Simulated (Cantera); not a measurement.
Charge: 1 mol Si, 0.015 mol N2O, 42 mol N2, equilibrated at 1.00 bar.

These are equilibrium values from Cantera (NASA tables, ideal gas, pure condensed phases), not measurements of a reactor. Candidate condensed phases: Si, SiO2, Si2N2O, Si3N4; 16 gas species. Mutual solubility and eutectic melting of coexisting phases are not modelled. The tables' values for SiN are old estimates; treat these amounts as uncertain. Equilibrium is a limit: real reactors are often held back by kinetics, nucleation or transport.

x: gas mole fraction; n: condensed amount in mol.

| T (K) | x N2 | x Si | x SiO | x Si2N | x SiN | x Si2 | n Si2N2O(s) | n Si3N4(s) | n Si(l) |
|---|---|---|---|---|---|---|---|---|---|
| 973 | 1.00 | <1e-12 | <1e-12 | <1e-12 | <1e-12 | <1e-12 | 0.0150 | 0.323 | 0 |
| 1073 | 1.00 | <1e-12 | <1e-12 | <1e-12 | <1e-12 | <1e-12 | 0.0150 | 0.323 | 0 |
| 1173 | 1.00 | <1e-12 | <1e-12 | <1e-12 | <1e-12 | <1e-12 | 0.0150 | 0.323 | 0 |
| 1273 | 1.00 | <1e-12 | 7.87e-12 | <1e-12 | <1e-12 | <1e-12 | 0.0150 | 0.323 | 0 |
| 1373 | 1.00 | <1e-12 | (withheld) | <1e-12 | <1e-12 | <1e-12 | 0.0150 | 0.323 | 0 |
| 1473 | 1.00 | 5.00e-12 | 1.34e-8 | <1e-12 | 7.22e-12 | <1e-12 | 0.0150 | 0.323 | 0 |
| 1573 | 1.00 | 1.79e-10 | 2.68e-7 | <1e-12 | 1.71e-10 | <1e-12 | 0.0150 | 0.323 | 0 |
| 1673 | 1.000 | (withheld) | (withheld) | (withheld) | 2.76e-9 | <1e-12 | 0.0148 | 0.323 | 0 |
| 1773 | 1.000 | 6.74e-8 | 3.79e-5 | 1.70e-9 | 3.24e-8 | 1.19e-11 | 0.0134 | 0.324 | 0 |
| 1873 | 1.000 | 8.06e-7 | 0.000299 | 3.94e-8 | 2.90e-7 | 5.50e-10 | 0.00262 | 0.327 | 0 |
| 1973 | 1.000 | 7.45e-6 | 0.000363 | 6.59e-7 | 2.07e-6 | 1.71e-8 | 0 | 0.328 | 0 |
| 2073 | 1.000 | 5.54e-5 | 0.000363 | 8.32e-6 | 1.22e-5 | 3.78e-7 | 0 | 0.327 | 0 |
| 2173 | 0.999 | 0.000283 | 0.000357 | 5.69e-5 | 5.04e-5 | 4.29e-6 | 0 | 0 | 0.966 |
| 2273 | 0.999 | 0.000731 | 0.000357 | 0.000112 | 0.000107 | 1.34e-5 | 0 | 0 | 0.939 |

Question: Fill in the missing entries.

Answer: 
- 1373, x SiO: 4.29e-10
- 1673, x Si: 4.16e-9
- 1673, x SiO: 3.71e-6
- 1673, x Si2N: 4.96e-11
